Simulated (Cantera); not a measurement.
An isothermal plug-flow reactor at 925 K and 5.00 bar (inlet), inlet velocity 4.9 m/s, active area per volume 190 1/m; feed H2 : O2 : N2 = 0.0027 : 0.2 : 0.79 (molar parts), equivalence ratio 0.0067.

Detailed kinetics in Cantera: Deutschmann's 1995 Pt surface mechanism with GRI-Mech 3.0 gas chemistry. Catalytic surfaces can have several steady states; this one follows from the mechanism file's or the stated starting coverage. Mass transfer to the wall is taken as infinitely fast.

Task: What does this change do: N2 0.79 to 1.5 parts?

Result: 
```csv
quantity,before,after
x(H2) at z = 0.012 m,0.000941,0.000449
x(O2) at z = 0.012 m,0.201,0.117
x(H2O) at z = 0.012 m,0.00178,0.00114
θ(free Pt) at the exit,0.0589,0.0707
θ(O*) at the exit,0.940,0.928
θ(OH*) at the exit,0.00148,0.00126
```

Task: What does this change do: area per volume 190 to 830 1/m?

Result: 
```csv
quantity,before,after
x(H2) at z = 0.012 m,0.000941,3.73e-5
x(O2) at z = 0.012 m,0.201,0.200
x(H2O) at z = 0.012 m,0.00178,0.00269
θ(free Pt) at the exit,0.0589,0.0550
θ(O*) at the exit,0.940,0.943
θ(OH*) at the exit,0.00148,0.00158
```
